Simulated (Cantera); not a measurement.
# Premixed flame

A freely propagating, adiabatic, planar premixed flame of H2 : O2 : N2 = 1 : 0.46 : 2.21 (molar parts), unburnt at 498 K and 101000 Pa; mixture-averaged transport, grid criteria slope 0.08 and curve 0.16, no radiation.

Cantera simulation using the H2/O2 subset of GRI-Mech 3.0, which has no nitrogen chemistry; the numbers are that mechanism's predictions, not measurements. Burning velocities carry a grid error of a few per cent, more on coarse grids.

| z (mm) | T (K) | u (m/s) | x H2 | x O2 | x H | x HO2 | x H2O2 | x H2O |
|---|---|---|---|---|---|---|---|---|
| -1.37 | 498 | 4.42 | 0.272 | 0.125 | <1e-8 | <1e-8 | <1e-8 | <1e-8 |
| -0.913 | 498 | 4.42 | 0.272 | 0.125 | <1e-8 | <1e-8 | <1e-8 | <1e-8 |
| -0.684 | 498 | 4.42 | 0.272 | 0.125 | <1e-8 | <1e-8 | <1e-8 | <1e-8 |
| -0.456 | 498 | 4.42 | 0.272 | 0.125 | <1e-8 | 1.08e-7 | <1e-8 | 1.72e-7 |
| -0.228 | 510 | 4.50 | 0.267 | 0.126 | 2.63e-5 | 0.000150 | 4.29e-6 | 0.000388 |
| -0.114 | 727 | 6.26 | 0.234 | 0.121 | 0.00347 | 0.000222 | 3.13e-5 | 0.0183 |
| 0 | 1167 | 9.72 | 0.146 | 0.0877 | 0.0263 | 8.31e-5 | 5.27e-6 | 0.0941 |
| 0.114 | 1474 | 12.1 | 0.0690 | 0.0381 | 0.0460 | 3.17e-5 | 2.96e-6 | 0.183 |
| 0.228 | 1621 | 13.3 | 0.0487 | 0.0215 | 0.0454 | 1.62e-5 | 1.86e-6 | 0.213 |
| 0.456 | 1769 | 14.3 | 0.0451 | 0.0158 | 0.0358 | 1.02e-5 | 9.88e-7 | 0.226 |
| 0.913 | 1912 | 15.4 | 0.0433 | 0.0124 | 0.0252 | 6.81e-6 | 5.21e-7 | 0.236 |
| 1.83 | 2042 | 16.2 | 0.0398 | 0.00907 | 0.0165 | 4.29e-6 | 2.99e-7 | 0.248 |
| 3.65 | 2150 | 17.0 | 0.0355 | 0.00610 | 0.0101 | 2.53e-6 | 1.88e-7 | 0.259 |
x: mole fraction of selected species; z is measured from the peak of heat release.

```yaml
laminar_burning_velocity: 442 cm/s
thermal_thickness: 0.456 mm
peak x(H): 0.0472
peak x(HO2): 0.000328
peak x(H2O2): 3.21e-5
grid_points: 119
```
